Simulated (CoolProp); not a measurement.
A Linde-Hampson liquefier for CF4 (R14): isothermal reversible compression at 250 K from 1 atm to 40 MPa, throttling to 1 atm, return gas leaving the recuperator 2 K below the feed. Each further row changes one setting.

The numbers come from the reference Helmholtz-energy equation of state, Platzer 1990 in CoolProp. This equation is an older, rougher fit; its heat capacities, sound speeds and derivatives of the liquid may be far off and weren't checked against measurements.

```csv
case,liquid yield per pass,compression work (kJ/kg of gas)
as stated,0.424,116
warm-end temperature 280 K,0.338,140
warm-end gap 7 K,0.414,116
```
